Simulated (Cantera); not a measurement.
Feed: 1 mol AlN, 4.5 mol O₂, 2.5 mol H₂, 0.11 mol H₂O, held at 1800 K and 1.33 mbar.

These are equilibrium values from Cantera (NASA tables, ideal gas, pure condensed phases), not measurements of a reactor. Candidate condensed phases: Al, AlN, Al₂O₃, H₂O; 35 gas species. The numbers say what is thermodynamically allowed, not how fast it happens.

Base state: H₂O 0.457, O₂ 0.440, N₂ 0.0878, OH 0.00929, O 0.00221, NO 0.00201, H₂ 0.00102, H 0.000313 (mole fractions); condensed: Al₂O₃(s).

**Question.** What changes in the equilibrium state with this change: temperature from 1800 K to 1700 K?

**Answer.** 
| species | before | after |
|---|---|---|
| H₂O | 0.457 | 0.461 |
| O₂ | 0.440 | 0.443 |
| N₂ | 0.0878 | 0.0883 |
| OH | 0.00929 | 0.00493 |
| H | 0.000313 | 7.88e-5 |
| O | 0.00221 | 0.000815 |
| H₂ | 0.00102 | 0.000382 |
| NO | 0.00201 | 0.00141 |
| Al₂O₃(s), mol | 0.500 | 0.500 |
